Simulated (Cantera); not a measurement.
Adiabatic ignition

An adiabatic, constant-pressure homogeneous reactor starts with CO : H2 : O2 : N2 : H2O = 1 : 0.23 : 0.707 : 2.66 : 0.87 (molar parts), equivalence ratio 0.87, at 1375 K and 0.434 atm.

Detailed kinetics in Cantera: GRI-Mech 3.0 (53 species, 325 reactions).

```json
[
 {"t (s)": "9.00e-6", "T (K)": "1375", "x CO": "0.183", "x H2": "0.0421", "x O2": "0.129", "x H2O": "0.159", "x OH": "3.73e-8"},
 {"t (s)": "2.10e-5", "T (K)": "1375", "x CO": "0.183", "x H2": "0.0421", "x O2": "0.129", "x H2O": "0.159", "x OH": "3.23e-7"},
 {"t (s)": "4.90e-5", "T (K)": "1375", "x CO": "0.183", "x H2": "0.0420", "x O2": "0.129", "x H2O": "0.159", "x OH": "2.65e-5"},
 {"t (s)": "0.000114", "T (K)": "1553", "x CO": "0.138", "x H2": "0.0135", "x O2": "0.0890", "x H2O": "0.173", "x OH": "0.00913"},
 {"t (s)": "0.000266", "T (K)": "2004", "x CO": "0.0688", "x H2": "0.0204", "x O2": "0.0554", "x H2O": "0.169", "x OH": "0.0189"},
 {"t (s)": "0.000621", "T (K)": "2270", "x CO": "0.0592", "x H2": "0.0145", "x O2": "0.0480", "x H2O": "0.186", "x OH": "0.0192"},
 {"t (s)": "0.00145", "T (K)": "2445", "x CO": "0.0478", "x H2": "0.0103", "x O2": "0.0414", "x H2O": "0.196", "x OH": "0.0173"},
 {"t (s)": "0.00338", "T (K)": "2496", "x CO": "0.0437", "x H2": "0.00909", "x O2": "0.0389", "x H2O": "0.200", "x OH": "0.0164"},
 {"t (s)": "0.00788", "T (K)": "2497", "x CO": "0.0436", "x H2": "0.00906", "x O2": "0.0383", "x H2O": "0.200", "x OH": "0.0163"},
 {"t (s)": "0.0184", "T (K)": "2494", "x CO": "0.0435", "x H2": "0.00907", "x O2": "0.0373", "x H2O": "0.200", "x OH": "0.0160"},
 {"t (s)": "0.0429", "T (K)": "2491", "x CO": "0.0435", "x H2": "0.00909", "x O2": "0.0362", "x H2O": "0.200", "x OH": "0.0158"},
 {"t (s)": "0.100", "T (K)": "2490", "x CO": "0.0435", "x H2": "0.00909", "x O2": "0.0358", "x H2O": "0.200", "x OH": "0.0157"}
]
```
x: mole fraction; the columns are a selection and need not sum to one.

The time of steepest temperature rise is 0.109 ms and the temperature at 0.100 s is 2490 K. The equilibrium temperature is 2490 K, the x(CO) at 0.100 s comes out as 0.0435 (gas-phase equilibrium 0.0435) and the x(H2) at 0.100 s is 0.00909 (gas-phase equilibrium 0.00909). The x(O2) at 0.100 s comes out as 0.0358 (gas-phase equilibrium 0.0358).
